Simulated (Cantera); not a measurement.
Input: 1 mol C₂H₂, 0.39 mol CO₂, 66 mol H₂, 0.33 mol H₂O, at 101000 Pa.

Cantera equilibrium calculation (NASA polynomials, part measured and part estimated; ideal gas, pure solids and liquids). Candidate condensed phases: C, C₆H₆, C₇H₈, C₈H₁₈, H₂O; 110 gas species. The numbers say what is thermodynamically allowed, not how fast it happens.

Question: What share of the C ends up in condensed phases as a function of T (°C), at 1350, 1450, 1550, 1650, 1750, 1850, 1950, 2050, 2150, 2250, 2350, 2450, 2550, 2650?

Answer: 
```tsv
T (°C)	C condensed (%)	as
1350	49.2	C(graphite)
1450	50.2	C(graphite)
1550	50.3	C(graphite)
1650	49.5	C(graphite)
1750	47.3	C(graphite)
1850	43.3	C(graphite)
1950	36.5	C(graphite)
2050	25.7	C(graphite)
2150	9.7	C(graphite)
2250	0.0	-
2350	0.0	-
2450	0.0	-
2550	0.0	-
2650	0.0	-
```
